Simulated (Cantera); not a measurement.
Charge: 1 mol CO, 0.29 mol H₂O, 11 mol N₂, at 1873.15 K and 18.0 mbar.

Method: chemical equilibrium by Gibbs-energy minimisation in Cantera with the NASA 1993 tables (ideal gas, pure condensed phases). Candidate condensed phases: C, C₆H₆, C₇H₈, C₈H₁₈, H₂O; 136 gas species. Kinetics and transport are ignored.

Base state: N₂ 0.895, CO 0.0681, CO₂ 0.0132, H₂ 0.0130, H₂O 0.0103, H 0.000548, OH 3.39e-5 (mole fractions); condensed: gas only.

What changes in the equilibrium state with this change: temperature from 1873.15 K to 2200 K?


```json
[
 {"species": "N₂", "before": "0.895", "after": "0.892"},
 {"species": "CO", "before": "0.0681", "after": "0.0689"},
 {"species": "CO₂", "before": "0.0132", "after": "0.0122"},
 {"species": "H", "before": "0.000548", "after": "0.00438"},
 {"species": "H₂", "before": "0.0130", "after": "0.0109"},
 {"species": "H₂O", "before": "0.0103", "after": "0.0102"},
 {"species": "O₂", "before": "3.79e-7", "after": "6.37e-5"},
 {"species": "O", "before": "1.09e-6", "after": "0.000161"},
 {"species": "NO", "before": "7.56e-6", "after": "0.000234"},
 {"species": "OH", "before": "3.39e-5", "after": "0.000573"}
]
```
